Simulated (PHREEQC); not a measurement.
Dissolve 0.2 mol/kgw NH3 at 35 °C. Closed to the air; pH follows from the charge balance.

Computed with PHREEQC (ion-association model, phreeqc.dat).

```yaml
pH: 10.96
ionic_strength: 0.00201 mol/kgw
specific_conductance: 655 µS/cm
total_alkalinity: 200 meq/kg
```

```tsv
species	molality	activity	log γ
NH3	0.198	0.198	0.000
OH-	0.00201	0.00191	-0.022
NH4+	0.00201	0.00191	-0.022
```

No solid was allowed to form. Complexes and solids missing from the database can't appear.
